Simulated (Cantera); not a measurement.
A closed system holds: 1 mol HMDSO, 0.15 mol NO, 23 mol N₂, equilibrated at 10.0 mbar.

Cantera equilibrium calculation (NASA polynomials, part measured and part estimated; ideal gas, pure solids and liquids). Candidate condensed phases: C, C₆H₆, C₇H₈, C₈H₁₈, H₂O, Si, SiC, SiO₂, Si₂N₂O, Si₃N₄; 151 gas species. The feed counts by its element totals alone. Equilibrium is a limit: real reactors are often held back by kinetics, nucleation or transport. All values below are at 1398 K.

Base state: N₂ 0.707, H₂ 0.288, CO 0.00480, HCN 0.000220, H 2.54e-5 (mole fractions); condensed: C(graphite) + Si₂N₂O(s).

Problem. What changes in the equilibrium state with this change: NO from 0.15 to 7.1 mol?

Solution. 
```tsv
species	before	after
N₂	0.707	0.633
H₂	0.288	0.220
CO	0.00480	0.147
SiO	2.42e-6	6.36e-5
H₂O	5.24e-8	2.48e-5
HCN	0.000220	8.96e-6
H	2.54e-5	2.22e-5
C(graphite), mol	5.84	0
Si₂N₂O(s), mol	1.000	0.633
SiO₂(β-quartz), mol	0	0.732
```
Mutual solubility and eutectic melting of coexisting phases are not modelled. The tables hold silica as quartz up to 1696 K and as liquid above; real silica turns to tridymite and cristobalite and melts near 1996 K.
